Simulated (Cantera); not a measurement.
An isothermal, constant-pressure homogeneous reactor starts with 43.5 % C₂H₆, 56.5 % H₂, at 1425 K and 1.01 bar.

Detailed kinetics in Cantera: GRI-Mech 3.0 (53 species, 325 reactions). GRI-Mech 3.0 stops at C3 and has no aromatics, soot or wall deposition, so with more carbon than oxygen in the feed, carbon stays in small species such as C2H2 where larger ones or solid carbon would form.

x: mole fraction; the columns are a selection and need not sum to one.

```csv
t (s),x C₂H₆,x H₂,x C₂H₄,x H,x CH₄,x C₂H₂
6.00e-6,0.431,0.565,0.00149,2.80e-5,0.000987,1.95e-7
1.63e-5,0.414,0.568,0.0111,5.60e-5,0.00469,1.14e-5
4.45e-5,0.355,0.576,0.0451,6.68e-5,0.0192,0.000217
0.000121,0.237,0.591,0.113,6.92e-5,0.0518,0.00180
0.000330,0.0882,0.609,0.193,6.94e-5,0.0984,0.00933
0.000899,(withheld),0.621,(withheld),(withheld),0.124,(withheld)
0.00245,0.00252,0.629,0.188,2.10e-5,0.128,0.0524
0.00667,0.00134,0.638,0.150,1.60e-5,0.129,0.0820
0.0182,(withheld),0.648,(withheld),(withheld),0.131,(withheld)
0.0495,0.000580,0.651,0.0663,1.15e-5,0.137,0.145
0.135,0.000498,0.642,0.0578,9.95e-6,0.153,0.147
0.367,0.000459,0.619,0.0539,8.25e-6,0.185,0.141
1.00,0.000411,0.586,0.0485,6.46e-6,0.232,0.133
```

Problem. What belongs in the gaps?

Solution. 
- 0.000899, x C₂H₆: 0.0138
- 0.000899, x C₂H₄: 0.212
- 0.000899, x H: 4.41e-5
- 0.000899, x C₂H₂: 0.0287
- 0.0182, x C₂H₆: 0.000892
- 0.0182, x C₂H₄: 0.101
- 0.0182, x H: 1.38e-5
- 0.0182, x C₂H₂: 0.120
